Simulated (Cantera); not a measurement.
Cantera run:

```python
import numpy as np
import cantera as ct

gas_names = """
    H NbO2 H2O2
""".split()
cond_names = """
    Nb(cr) Nb(L)
""".split()


# ... load() reads the species with a 1 bar reference pressure and builds the phases ...
species = {s.name: s for s in load("nasa_gas.yaml", gas_names) + load("nasa_condensed.yaml", cond_names)}
# Each term lists the table entries of one substance; the one whose range holds T is used.
reactions = {
    '2 H(g) + NbO2(g) = H2O2(g) + Nb':
        [(-2, ['H']), (-1, ['NbO2']), (1, ['H2O2']), (1, ['Nb(cr)', 'Nb(L)'])],
}


def pick(names, T):
    return next(species[n] for n in names if species[n].thermo.min_temp <= T <= species[n].thermo.max_temp)


results = []
for label, terms in reactions.items():
    print(label)
    print("     T/K   dH/kJ  dS/(J/K)   dG/kJ   log10 K")
    for T in [300, 648, 748, 848, 948, 1048]:
        used = [(nu, pick(names, T)) for nu, names in terms]
        dH = sum(nu * s.thermo.h(T) for nu, s in used) / 1e6
        dS = sum(nu * s.thermo.s(T) for nu, s in used) / 1e3
        dG = dH - T * dS / 1e3
        logK = -dG * 1e6 / (ct.gas_constant * T * np.log(10))
        results.append((label, T, dH, dS, dG, logK, [s.name for _, s in used]))
        print(f"{T:8g} {dH:8.1f} {dS:8.1f} {dG:8.1f} {logK:8.2f}")
```

It prints:

```
2 H(g) + NbO2(g) = H2O2(g) + Nb
     T/K   dH/kJ  dS/(J/K)   dG/kJ   log10 K
     300   -372.3   -231.5   -302.9    52.74
     648   -377.9   -244.1   -219.8    17.71
     748   -379.2   -245.9   -195.2    13.63
     848   -380.2   -247.2   -170.6    10.51
     948   -381.1   -248.1   -145.8     8.03
    1048   -381.7   -248.8   -121.0     6.03
```

Standard-state values (1 bar) from the NASA 1993 polynomials, evaluated with Cantera. Condensed species are held in their standard states even where they would react or evaporate.
